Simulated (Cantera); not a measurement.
An isothermal, constant-pressure homogeneous reactor starts with H2 : O2 : N2 = 0.022 : 1 : 2.1 (molar parts), equivalence ratio 0.011, at 1323 K and 0.00395 atm. Integrator tolerance rtol = 1e-08.

Cantera simulation using the H2/O2 subset of GRI-Mech 3.0, which has no nitrogen chemistry; the numbers are that mechanism's predictions, not measurements. Radical loss at walls, strong at low pressure, is not modelled.

**Question.** What does this change do: pressure from 0.00395 atm to 0.00128 atm?

**Answer.** 
```
quantity                                              before                                      after
-----------------  -----------------------------------------  -----------------------------------------
x(H2) at 90.0 s      6.02e-7 (gas-phase equilibrium 2.59e-8)    1.53e-5 (gas-phase equilibrium 4.53e-8)
x(O2) at 90.0 s          0.318 (gas-phase equilibrium 0.318)        0.317 (gas-phase equilibrium 0.318)
x(OH) at 90.0 s      7.73e-5 (gas-phase equilibrium 1.60e-5)   0.000390 (gas-phase equilibrium 2.12e-5)
x(H2O2) at 90.0 s  2.36e-10 (gas-phase equilibrium 1.64e-11)  5.78e-10 (gas-phase equilibrium 9.36e-12)
x(O) at 90.0 s       5.58e-5 (gas-phase equilibrium 2.39e-6)    0.00146 (gas-phase equilibrium 4.19e-6)
x(H2O) at 90.0 s     0.00703 (gas-phase equilibrium 0.00706)    0.00683 (gas-phase equilibrium 0.00706)
```
